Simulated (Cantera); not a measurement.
A freely propagating, adiabatic, planar premixed flame of CH4 : C2H6 : C3H8 : O2 : N2 = 1 : 1.4 : 0.031 : 10.7 : 41.7 (molar parts), unburnt at 650 K and 1000000 Pa; mixture-averaged transport, grid criteria slope 0.08 and curve 0.16, no radiation.

Model: GRI-Mech 3.0 (53 species, 325 reactions), integrated in Cantera. Burning velocities carry a grid error of a few per cent, more on coarse grids.

Question: Predict: laminar burning velocity; thermal thickness; peak x(C2H4).

Answer: 
```json
{
  "laminar_burning_velocity": "42.2 cm/s",
  "thermal_thickness": "0.0736 mm",
  "peak x(C2H4)": "0.00376"
}
```
